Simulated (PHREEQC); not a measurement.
Synthetic water in mmol/kgw, 25 °C, pH 4.04, pe 10.6: Na 2.3; K 0.0928; Ca 1.74; Mg 0.314; Cl 1.26; S(6) 2.52; Zn 0.000796; Pb 0.119; F 0.0903; Br 0.0239; Cd 0.162.

Valence states are taken as typed.

Computed with PHREEQC (ion-association model, wateq4f.dat).

This is a speciation only: nothing precipitates in the calculation.

Question: What ionic strength does the model give?

Answer: ionic strength 0.00995 mol/kgw.

Question: In which forms is Mg present?

Answer: Mg+2 82 %, MgSO4 18 % of the Mg.

Examples of supersaturated solids here: Anglesite. Others may be too.
